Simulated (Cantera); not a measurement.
Cantera run:

```python
import numpy as np
import cantera as ct

gas_names = """
    H H2S
""".split()
cond_names = """
    CaS(s) Ca(a) Ca(b) Ca(L)
""".split()


def load(file, names, dense=False):
    # The tables refer to 1 bar. Condensed volumes are neglected.
    table = {s.name: s for s in ct.Species.list_from_file(file)}
    out = []
    for n in names:
        d = dict(table[n].input_data)
        d["thermo"] = dict(d["thermo"], **{"reference-pressure": 1e5})
        if dense:
            d["equation-of-state"] = {"model": "constant-volume", "density": "1e6 g/cm^3"}
        out.append(ct.Species.from_dict(d))
    return out


species = {s.name: s for s in load("nasa_gas.yaml", gas_names) + load("nasa_condensed.yaml", cond_names)}
# Each term lists the table entries of one substance; the one whose range holds T is used.
reactions = {
    'CaS + 2 H(g) = H2S(g) + Ca':
        [(-1, ['CaS(s)']), (-2, ['H']), (1, ['H2S']), (1, ['Ca(a)', 'Ca(b)', 'Ca(L)'])],
}


def pick(names, T):
    return next(species[n] for n in names if species[n].thermo.min_temp <= T <= species[n].thermo.max_temp)


results = []
for label, terms in reactions.items():
    print(label)
    print("     T/K   dH/kJ  dS/(J/K)   dG/kJ   log10 K")
    for T in [425, 575, 725, 875, 1025, 1175, 1325]:
        used = [(nu, pick(names, T)) for nu, names in terms]
        dH = sum(nu * s.thermo.h(T) for nu, s in used) / 1e6
        dS = sum(nu * s.thermo.s(T) for nu, s in used) / 1e3
        dG = dH - T * dS / 1e3
        logK = -dG * 1e6 / (ct.gas_constant * T * np.log(10))
        results.append((label, T, dH, dS, dG, logK, [s.name for _, s in used]))
        print(f"{T:8g} {dH:8.1f} {dS:8.1f} {dG:8.1f} {logK:8.2f}")
```

Output:

```
CaS + 2 H(g) = H2S(g) + Ca
     T/K   dH/kJ  dS/(J/K)   dG/kJ   log10 K
     425     13.1    -47.8     33.4    -4.11
     575      9.2    -55.8     41.3    -3.75
     725      6.8    -59.7     50.0    -3.60
     875      3.5    -63.8     59.3    -3.54
    1025      0.7    -66.7     69.1    -3.52
    1175      7.2    -60.9     78.8    -3.50
    1325      5.8    -62.1     88.0    -3.47
```

Cantera with NASA thermochemical tables; ideal gases at 1 bar, condensed phases pure. Condensed species are held in their standard states even where they would react or evaporate.
